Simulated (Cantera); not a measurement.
Feed: 1 mol NiS, 260 mol H2, 4.3 mol N2.

These are equilibrium values from Cantera (NASA tables, ideal gas, pure condensed phases), not measurements of a reactor. Candidate condensed phases: Ni, NiS, NiS2, Ni3S2, Ni3S4, S; 17 gas species. Rates play no part.

Stable condensed phases, one row left out:

```
T in K \ P in Pa
              10      36     130     460    1700    6000   22000   77000  280000 1000000
   2125        A       A       A       A       A       A       B       B       B       B
   2025        A       A       A       A       A       A       B       B       B       B
   1925        A       A       A       A       A       B       B       B       B       B
   1825        A       A       A       A       B       B       B       B       B       B
   1625        A       B       B       B       B       B       B       B       B       B
   1525        B       B       B       B       B       B       B       B       B       B
   1425        B       B       B       B       B       B       B       B       B       B
   1325        B       B       B       B       B       B       B       B       B       B
   1225        B       B       B       B       B       B       B       B       B       B
   1125        B       B       B       B       B       B       B       B       B       B
```

A: gas only; B: Ni.

### Question
Give the row for 1725 K.

### Answer
10: gas only; 36: gas only; 130: Ni; 460: Ni; 1700: Ni; 6000: Ni; 22000: Ni; 77000: Ni; 280000: Ni; 1000000: Ni.
